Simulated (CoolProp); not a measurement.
Properties of cis-2-butene along the isotherm 492.6 K (Tc = 435.8 K, pc = 42.36 bar, ω = 0.202).

Computed with CoolProp (reference Helmholtz-energy equation of state, Lemmon 2005). It is a short technical equation, of lower accuracy than the large ones.

```
p (bar)          phase  density (kg/m³)  cp (kJ/(kg K))  isothermal compressibility (1/MPa)
-------  -------------  ---------------  --------------  ----------------------------------
0.201              gas           0.2757           2.179                               49.81
0.295              gas           0.4048           2.180                               33.95
0.433              gas           0.5946           2.180                               23.15
0.635              gas           0.8729           2.182                               15.80
0.933              gas            1.285           2.183                               10.77
1.37               gas            1.891           2.186                               7.355
2.01               gas            2.784           2.189                               5.031
2.95               gas            4.108           2.195                               3.447
4.33               gas            6.078           2.203                               2.367
6.35               gas            9.019           2.216                               1.634
9.33               gas            13.49           2.237                               1.133
13.7               gas            20.36           2.270                              0.7946
20.1               gas            31.19           2.329                              0.5680
29.5               gas            49.15           2.442                              0.4197
43.3     supercritical            81.67           2.706                              0.3310
63.5     supercritical            151.4           3.506                              0.2863
```
